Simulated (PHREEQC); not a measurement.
Make-up at 68 °C: 0.0032 mol/kgw CaSO4 and 0.00011 mol/kgw Na2SO4. Closed to the air; pH follows from the charge balance.

Equilibrium calculation in PHREEQC: ion-association model, wateq4f.dat.

No solid was allowed to form.

Q: What ionic strength does the model give?

A: ionic strength 0.0102 mol/kgw.

Q: In which forms is Ca present?

A: Ca+2 77 %, CaSO4 23 % of the Ca.

At this temperature some constants are extrapolated from 25 °C, and those without enthalpy data are left unchanged.
